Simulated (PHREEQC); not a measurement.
0.032 g of hydrous ferric oxide (600 m²/g; 0.2 weak and 0.005 strong sites per Fe, Dzombak-Morel constants, diffuse double layer) in 1 kg of water with 0.01 mol/kgw of an inert sodium salt and 3.2e-07 mol/kgw Na2SeO4, at 25 °C; the pH is set by adding NaOH or the inert anion's acid. O2 is buffered at 0.21 atm. The system is closed to CO2. No solid was allowed to form.

Model: ion-association model, wateq4f.dat, run in PHREEQC.

| pH | Se sorbed (%) | surface charge σ (C/m²) | surface potential ψ (mV) |
|---|---|---|---|
| 3 | 99.9 | 0.322 | 203 |
| 3.5 | 99.9 | 0.272 | 196 |
| 4 | 99.7 | 0.214 | 185 |
| 4.5 | 99.1 | 0.159 | ? |
| 5 | 96.9 | 0.112 | 152 |
| 5.5 | 87.3 | 0.076 | 132 |
| 6 | ? | 0.049 | 110 |
| 6.5 | 16.8 | 0.030 | 86 |
| 7 | 2.7 | 0.017 | 61 |
| 7.5 | 0.3 | ? | 34 |
| 8 | 0.0 | 0.001 | 6 |
| 8.5 | 0.0 | -0.005 | -22 |
| 9 | 0.0 | -0.013 | -49 |

Q: Fill in the missing entries.

A: 
- 4.5, surface potential ψ (mV): 169
- 6, Se sorbed (%): 56.1
- 7.5, surface charge σ (C/m²): 0.008

Species that the database lacks are ignored. The oxide is taken as insoluble; below pH 4 it would dissolve.
